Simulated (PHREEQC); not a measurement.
Make-up at 20 °C: 0.0063 mol/kgw HF, 0.0004 mol/kgw NH4HF2 and 3.7e-05 mol/kgw H2SiF6. Closed to the air; pH follows from the charge balance.

Computed with PHREEQC (ion-association model, phreeqc.dat).

No solid was allowed to form.

### Question
Order these F species by the share of F that they hold, largest first: HF2-, HF, F-, SiF6-2.

### Answer
HF (67 %), F- (29 %), SiF6-2 (3.0 %), HF2- (1.0 %)

The pH is 2.75 and the ionic strength 0.00229 mol/kgw. SiF6-2 is the database's only silicon fluoride.
